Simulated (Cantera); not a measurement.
Feed: 1 mol AlI₃, 0.32 mol O₂, 130 mol N₂, 3.4 mol NH₃, held at 0.120 Torr.

Cantera equilibrium calculation (NASA polynomials, part measured and part estimated; ideal gas, pure solids and liquids). Candidate condensed phases: Al, AlI₃, AlN, Al₂O₃, H₂O, I₂; 41 gas species. The numbers say what is thermodynamically allowed, not how fast it happens. All values below are at 1600 K.

Base state: N₂ 0.941, H₂ 0.0360, I 0.0175, AlI 0.00381, H 0.000816, Al 0.000255, HI 9.13e-5, Al₂O 2.18e-5 (mole fractions); condensed: Al₂O₃(s).

What changes in the equilibrium state with this change: NH₃ from 3.4 to 1.3 mol?


```tsv
species	before	after
N₂	0.941	0.963
I	0.0175	0.0181
H₂	0.0360	0.0141
AlI	0.00381	0.00394
H	0.000816	0.000510
HI	9.13e-5	5.89e-5
Al₂O	2.18e-5	2.18e-5
Al	0.000255	0.000255
Al₂O₃(s), mol	0.212	0.212
```
